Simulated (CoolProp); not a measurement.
Aqueous methanol as a coolant, 51 % by mass, freezing at -56.2 °C, 1 atm.

The numbers come from the Melinder's fits for secondary coolants in CoolProp.

```csv
T (°C),density (kg/m³),Prandtl number,viscosity (mPa s),conductivity (W/(m K))
-7.1,…,42.8,4.27,0.334
-2.4,928.3,36.2,3.58,0.336
2.3,…,31.0,3.03,0.337
7,922.3,26.7,2.59,0.338
11.6,919.3,23.3,…,0.339
16.3,916.2,20.3,1.94,0.341
21,…,17.8,1.70,0.342
25.7,909.9,15.7,1.50,0.343
30.3,906.8,13.9,…,0.345
35,903.6,12.4,1.18,0.346
39.7,900.3,11.0,1.05,0.347
```

Task: Some entries are withheld; supply them.

Result: 
- -7.1, density (kg/m³): 931.3
- 2.3, density (kg/m³): 925.3
- 11.6, viscosity (mPa s): 2.24
- 21, density (kg/m³): 913.0
- 30.3, viscosity (mPa s): 1.33
